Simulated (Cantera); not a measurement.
An adiabatic, constant-volume homogeneous reactor starts with CH₄ : O₂ : N₂ = 1 : 1.82 : 16 (molar parts), equivalence ratio 1.1, at 1248 K and 7.60 atm.

Detailed kinetics in Cantera: GRI-Mech 3.0 (53 species, 325 reactions).

Predict: time of steepest temperature rise; temperature at 0.200 s; equilibrium temperature; x(O₂) at 0.200 s; x(N₂O) at 0.200 s; x(CO) at 0.200 s; x(HO₂) at 0.200 s; x(NO₂) at 0.200 s.


| Quantity | Value |
|---|---|
| time of steepest temperature rise | 8.19 ms |
| temperature at 0.200 s | 2467 K |
| equilibrium temperature | 2467 K |
| x(O₂) at 0.200 s | 0.000401 (gas-phase equilibrium 0.000401) |
| x(N₂O) at 0.200 s | 2.21e-7 (gas-phase equilibrium 2.21e-7) |
| x(CO) at 0.200 s | 0.0149 (gas-phase equilibrium 0.0149) |
| x(HO₂) at 0.200 s | 2.34e-7 (gas-phase equilibrium 2.34e-7) |
| x(NO₂) at 0.200 s | 1.55e-7 (gas-phase equilibrium 1.55e-7) |
